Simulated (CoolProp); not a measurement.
Methane at 211.31 K and 0.354 MPa flows at 19 m/s in a round tube of 2 mm bore and 15 µm roughness, fully developed (64/Re and Nu = 3.66 if laminar; Colebrook and Gnielinski if turbulent). Each further row changes one setting.

Values from CoolProp's reference Helmholtz-energy equation of state, Setzmann 1991.

```
case             Reynolds number  Darcy friction factor  pressure drop (Pa/m)  heat-transfer coefficient (W/(m² K))  mass flow (kg/h)
---------------  ---------------  ---------------------  --------------------  ------------------------------------  ----------------
as stated                  15100                 0.0387                 11500                                   712             0.708
velocity 38 m/s            30200                 0.0367                 43700                                  1390              1.42
diameter 4 mm              30200                 0.0312                  4650                                   585              2.83
```

Viscosity comes from a separate model (Quiñones-Cisneros 2006). Thermal conductivity comes from a separate model (Friend 1989).
